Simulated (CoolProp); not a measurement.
A simple Rankine cycle with fluoroethane (R161): condensing at 309.15 K, boiler at 2.87 MPa, turbine inlet 351.5 K, turbine efficiency 0.75, pump efficiency 0.7, no recuperator. Each further row changes one setting.

Model: reference Helmholtz-energy equation of state, Wu 2012, in CoolProp.

```tsv
case	thermal efficiency (%)	net work (kJ/kg)	heat in (kJ/kg)	turbine exit temperature (K)	volume ratio over the turbine
as stated	6.6	22.3	336	309.1	2.43
turbine inlet 371.5 K	7.0	26.8	382	330.4	2.35
condensing temperature 301.15 K	8.0	28.3	354	301.2	2.99
boiler pressure 2.01 MPa	4.3	15.8	368	328.6	1.63
turbine efficiency 0.65	5.6	18.9	336	309.1	2.45
```

The expansion ends wet for: as stated; condensing temperature 301.15 K; turbine efficiency 0.65.
